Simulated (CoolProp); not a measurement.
Vapour pressure (bar) of sulfur dioxide: the reference equation beside estimates from Tc = 157.5 °C, pc = 78.87 bar, ω = 0.256.

Values from CoolProp's reference Helmholtz-energy equation of state, Gao 2016.

```csv
T (°C),reference,Lee-Kesler,van der Waals,Redlich-Kwong,Soave-Redlich-Kwong
5.25,1.919,1.903,10.40,3.393,1.908
18.05,3.088,3.079,13.22,5.115,3.080
30.85,4.749,4.752,16.50,7.402,4.749
43.65,7.021,7.041,20.27,10.35,7.040
56.45,10.03,10.07,24.56,14.04,10.09
69.25,13.93,13.98,29.38,18.56,14.04
82.15,18.90,18.96,34.82,24.05,19.10
94.95,25.02,25.07,40.79,30.51,25.33
107.75,32.51,32.53,47.36,38.04,32.94
```

Absolute difference from the reference over all 9 rows, mean and median: Lee-Kesler 0.3 and 0.3 %, van der Waals 183.9 and 144.9 %, Redlich-Kwong 42.8 and 40.0 %, Soave-Redlich-Kwong 0.7 and 0.6 %.
